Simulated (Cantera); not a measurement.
## Thermodynamics of silicon epitaxy and polysilicon growth, feed Si2Cl6 + H2

Input: 1 mol Si2Cl6, 92 mol H2, equilibrated at 41000 Pa.

Equilibrium computed with Cantera from the NASA thermochemical tables; the gas is ideal and each condensed phase is pure. Candidate condensed phases: Si; 19 gas species. The feed counts by its element totals alone. The tables' values for SiCl3 are old estimates; treat these amounts as uncertain. Kinetics and transport are ignored.

| T (°C) | x H2 | x HCl | x SiCl4 | x SiHCl3 | x SiCl2 | n Si(s) |
|---|---|---|---|---|---|---|
| 575 | 0.980 | 0.00179 | 0.00918 | 0.00815 | 3.87e-6 | 0.321 |
| 625 | 0.979 | 0.00312 | 0.00901 | 0.00787 | 1.34e-5 | 0.356 |
| 675 | 0.978 | 0.00510 | 0.00871 | 0.00752 | 4.05e-5 | 0.407 |
| 725 | 0.976 | 0.00787 | 0.00824 | 0.00708 | 0.000107 | 0.477 |
| 775 | 0.973 | 0.0115 | 0.00755 | 0.00653 | 0.000254 | 0.566 |
| 825 | 0.970 | 0.0161 | 0.00665 | 0.00583 | 0.000542 | 0.673 |
| 875 | 0.966 | 0.0214 | 0.00552 | 0.00499 | 0.00104 | 0.792 |
| 925 | 0.961 | 0.0272 | 0.00425 | 0.00404 | 0.00181 | 0.912 |
| 975 | 0.957 | 0.0328 | 0.00297 | 0.00305 | 0.00283 | 1.02 |
| 1025 | 0.953 | 0.0377 | 0.00185 | 0.00211 | 0.00397 | 1.11 |
| 1075 | 0.950 | 0.0414 | 0.00104 | 0.00135 | 0.00506 | 1.17 |
x: gas mole fraction; n: condensed amount in mol.

From 575 °C to 1075 °C the condensed part is Si(s). The main Si-bearing gas is SiCl4 at 575 °C and SiCl2 at 1075 °C. The share of Si in condensed phases is highest at 1075 °C (58.5 %) and lowest at 575 °C (16.0 %).
